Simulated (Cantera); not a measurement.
Input: 1 mol toluene, 0.38 mol CO2, 1.7 mol N2, 8.1 mol H2, at 2448.15 K and 0.000880 bar.

Cantera equilibrium calculation (NASA polynomials, part measured and part estimated; ideal gas, pure solids and liquids). Equilibrium is a limit: real reactors are often held back by kinetics, nucleation or transport.

```tsv
species	before	after
N2	0.0844	0.652
H	0.436	0.213
H2	0.421	0.100
CO	0.0408	0.0136
HCN	0.0117	0.0159
C2N2	4.77e-6	3.69e-5
C4H2	1.30e-5	3.10e-6
C2H2 (acetylene)	0.00364	0.000869
CN	0.000650	0.00181
C2H	0.000242	0.000118
HNC	0.00129	0.00175
C(graphite), mol	6.20	5.37
```
Gas species are given as mole fractions.

Task: Name the change that produced these shifts.
A. pressure from 0.000880 bar to 0.0100 bar
B. temperature from 2448.15 K to 548.15 K
C. N2 from 1.7 to 37 mol
D. temperature from 2448.15 K to 673.15 K

Result: C, N2 from 1.7 to 37 mol
